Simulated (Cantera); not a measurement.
## Reactions in the system Cr-N-O

Standard-state values (1 bar) from the NASA 1993 polynomials, evaluated with Cantera. Values are per mole of reaction as written; species without (g) are pure solids or liquids, kept so even where they would boil at 1 bar.

3 N2(g) + 4 CrO3(g) = 6 NO2(g) + 4 Cr

```tsv
T (K)	ΔH° (kJ)	ΔS° (J/K)	ΔG° (kJ)	log10 K	condensed phases
1650	1423.4	-64.4	1529.7	-48.43	Cr(s)
1850	1442.9	-53.3	1541.5	-43.52	Cr(s)
2050	1466.3	-41.3	1551.0	-39.52	Cr(s)
2250	1567.5	6.2	1553.6	-36.07	Cr(l)
2450	1582.3	12.5	1551.7	-33.08	Cr(l)
2650	1597.6	18.5	1548.6	-30.52	Cr(l)
2850	1613.4	24.2	1544.3	-28.30	Cr(l)
```

CrO3(g) + 3 N(g) = 3 NO(g) + Cr

| T (K) | ΔH° (kJ) | ΔS° (J/K) | ΔG° (kJ) | log10 K | condensed phases |
|---|---|---|---|---|---|
| 1650 | -858.9 | -83.8 | -720.7 | 22.81 | Cr(s) |
| 1850 | -856.6 | -82.5 | -704.0 | 19.88 | Cr(s) |
| 2050 | -853.3 | -80.8 | -687.7 | 17.52 | Cr(s) |
| 2250 | -830.5 | -70.1 | -672.9 | 15.62 | Cr(l) |
| 2450 | -829.3 | -69.5 | -658.9 | 14.05 | Cr(l) |
| 2650 | -828.0 | -69.0 | -645.0 | 12.71 | Cr(l) |
| 2850 | -826.7 | -68.6 | -631.3 | 11.57 | Cr(l) |
